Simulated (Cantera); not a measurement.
Input: 1 mol Zr, 4.9 mol H₂O, 0.69 mol N₂, equilibrated at 0.00233 Torr.

These are equilibrium values from Cantera (NASA tables, ideal gas, pure condensed phases), not measurements of a reactor. Candidate condensed phases: H₂O, Zr, ZrN, ZrO₂; 28 gas species. Rates play no part.

Q: At 1702 °C, list the 5 most abundant gas species with their mole fractions, and the condensed phases.

A: H 0.352, H₂O 0.239, H₂ 0.205, N₂ 0.0897, O 0.0494. Condensed: ZrO₂(tetragonal).
